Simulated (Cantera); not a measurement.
## Equilibrium for sublimation and decomposition of ceramics: Al₂O₃ + N₂

Input: 1 mol Al₂O₃, 0.21 mol N₂, equilibrated at 1977 °C.

Cantera equilibrium calculation (NASA polynomials, part measured and part estimated; ideal gas, pure solids and liquids). Candidate condensed phases: Al, AlN, Al₂O₃; 16 gas species. Rates play no part.

```
P (Pa)    x N₂       x O      x Al     x AlO    x Al₂O      x O₂      x NO  n Al₂O₃(s)
-------  -----  --------  --------  --------  --------  --------  --------  ----------
1        0.911    0.0462    0.0280   0.00957   0.00191   0.00157   0.00131       0.995
4.60     0.980   0.00992   0.00620   0.00209  0.000426  0.000332  0.000626       0.999
22       0.996   0.00202   0.00135  0.000443   9.38e-5   6.60e-5  0.000281       1.000
100      0.999  0.000423  0.000319  0.000100   2.28e-5   1.31e-5  0.000126       1.000
460      1.000   8.41e-5   7.94e-5   2.27e-5   5.92e-6   2.39e-6   5.36e-5       1.000
2200     1.000   1.52e-5   2.07e-5   5.12e-6   1.67e-6   3.71e-7   2.11e-5       1.000
10000    1.000   2.73e-6   6.16e-6   1.24e-6   5.47e-7   5.48e-8   8.12e-6       1.000
46000    1.000   4.65e-7   1.93e-6   3.06e-7   1.94e-7   7.30e-9   2.96e-6        1.00
220000   1.000   7.35e-8   6.14e-7   7.35e-8   7.08e-8  8.73e-10   1.02e-6        1.00
1000000  1.000   1.22e-8   2.07e-7   1.86e-8   2.75e-8  1.09e-10   3.62e-7        1.00
```
x: gas mole fraction; n: condensed amount in mol.

From 1.00 Pa to 10.0 bar the condensed part is Al₂O₃(s). The main Al-bearing gas is Al throughout.
